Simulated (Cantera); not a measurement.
An adiabatic, constant-pressure homogeneous reactor starts with CH4 : O2 : N2 : CO2 = 1 : 1.67 : 6.27 : 0.49 (molar parts), equivalence ratio 1.2, at 1375 K and 10.0 bar.

Model: GRI-Mech 3.0 (53 species, 325 reactions), integrated in Cantera.

One state of this run: T (K) = 2757; x CH4 = <1e-12; x O2 = 0.00327; x CO2 = 0.0886; x CO = 0.0623; x HCO = 1.89e-7. x: mole fraction; the columns are a selection and need not sum to one.

Which value of t (s) does it belong to?
A) 0.000128
B) 5.58e-5
C) 0.100
D) 0.000678

C, 0.100
